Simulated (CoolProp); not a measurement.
Values from CoolProp's reference Helmholtz-energy equation of state, Setzmann 1991.

For methane, give the phase and the cv (kJ/(kg K)) at 175 K and 1.01 bar; 193.9 K and 1.01 bar.


- 175 K and 1.01 bar: gas; cv 1.57
- 193.9 K and 1.01 bar: gas; cv 1.57
